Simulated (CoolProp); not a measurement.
Vapour-liquid equilibrium of acetone (1) + n-decane (2) at 335.5 K; x and y are mole fractions of (1).

Values from CoolProp's multi-fluid Helmholtz-energy mixture model, Lemmon 2006 and Lemmon 2006; pair parameters Bell 2016.

| x | bubble pressure (MPa) | y at the bubble point | dew pressure at overall composition x (MPa) | liquid density (mol/L) |
|---|---|---|---|---|
| 0.05 | 0.01566 | 0.893 | 0.001815 | 5.073 |
| 0.2 | 0.05462 | 0.973 | 0.002154 | 5.651 |
| 0.35 | 0.07989 | 0.983 | 0.002649 | 6.350 |
| 0.5 | 0.09235 | 0.987 | 0.003438 | 7.217 |
| 0.65 | 0.09919 | 0.989 | 0.004894 | 8.327 |
| 0.8 | 0.1067 | 0.991 | 0.008490 | 9.807 |
| 0.95 | 0.1192 | 0.997 | 0.03199 | 11.88 |

No azeotrope shows between x = 0.05 and 0.95.

Pair parameters are fitted to limited data, so mixtures are less certain than the pure fluids. With so large a gap from Raoult's law the liquid may split in two, which this calculation doesn't test in full.
